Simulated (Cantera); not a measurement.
Charge: 1 mol SiCl₄, 1.1 mol N₂, 0.9 mol H₂, held at 902 °C and 0.0100 bar.

These are equilibrium values from Cantera (NASA tables, ideal gas, pure condensed phases), not measurements of a reactor. Candidate condensed phases: NH₄Cl, Si, Si₃N₄; 28 gas species. N₂ is the only nitrogen source here; it is nearly inert below about 1500 K, so the nitride shown seldom forms there in practice. The tables' values for SiCl₃ are old estimates; treat these amounts as uncertain. The numbers say what is thermodynamically allowed, not how fast it happens.

Task: What is the equilibrium state?

Result: 
```json
{
  "x(HCl)": "0.391",
  "x(N₂)": "0.290",
  "x(SiCl₄)": "0.219",
  "x(H₂)": "0.0935",
  "x(SiCl₃)": "0.00475",
  "x(SiHCl₃)": "0.00124",
  "x(SiCl₂)": "0.00101",
  "x(Cl)": "1.37e-6",
  "n(Si₃N₄(s))": "0.0991 mol",
  "gas_amount": "3.110 mol",
  "log10 activity of Si(s) (absent)": "-3.57"
}
```
